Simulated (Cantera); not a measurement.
Cantera run, input and output.

```python
import numpy as np
import cantera as ct

gas = ct.Solution("gri30.yaml")


def delay(T, t_max=10):
    gas.TPX = T, 1000000, {'CH4': 1, 'C2H6': 0.16, 'C3H8': 0.043, 'O2': 5.78, 'N2': 23.7}
    reactor = ct.IdealGasConstPressureReactor(gas, clone=False)
    net = ct.ReactorNet([reactor])
    net.rtol, net.atol = 1e-8, 1e-16
    while net.time < t_max:
        t_old, T_old = net.time, reactor.T
        net.step()
        if reactor.T > T + 400:  # ignition: a rise of 400 K
            return t_old + (T + 400 - T_old) / (reactor.T - T_old) * (net.time - t_old)
    return np.nan


taus = []
for T in [1125, 1225, 1325, 1425, 1525, 1625, 1725, 1825, 1925, 2025]:
    taus.append(delay(T))
    print(f"T0 = {T:6g} K   tau = {taus[-1]:.4e} s")
```

Result:

```
T0 =   1125 K   tau = 2.8056e-03 s
T0 =   1225 K   tau = 6.1481e-04 s
T0 =   1325 K   tau = 1.7988e-04 s
T0 =   1425 K   tau = 6.5622e-05 s
T0 =   1525 K   tau = 2.7967e-05 s
T0 =   1625 K   tau = 1.3466e-05 s
T0 =   1725 K   tau = 7.2180e-06 s
T0 =   1825 K   tau = 4.2608e-06 s
T0 =   1925 K   tau = 2.7398e-06 s
T0 =   2025 K   tau = 1.9010e-06 s
```

Model: GRI-Mech 3.0 (53 species, 325 reactions), integrated in Cantera.
